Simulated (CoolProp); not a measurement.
Saturation properties of n-undecane.

Model: reference Helmholtz-energy equation of state, Aleksandrov 2011, in CoolProp. It is a short technical equation, of lower accuracy than the large ones.

```
T (°C)   p (MPa)  liquid cp (kJ/(kg K))  vapour Z
------  --------  ---------------------  --------
95.05   0.003554                  2.469    0.9932
113.85  0.007864                  2.544    0.9881
132.65   0.01587                  2.620    0.9807
151.55   0.02973                  2.697    0.9702
170.35   0.05196                  2.775    0.9563
189.25   0.08609                  2.855    0.9383
208.05    0.1356                  2.935    0.9157
226.85    0.2051                  3.018    0.8880
```

It boils at 195.8 °C under 1 atm.
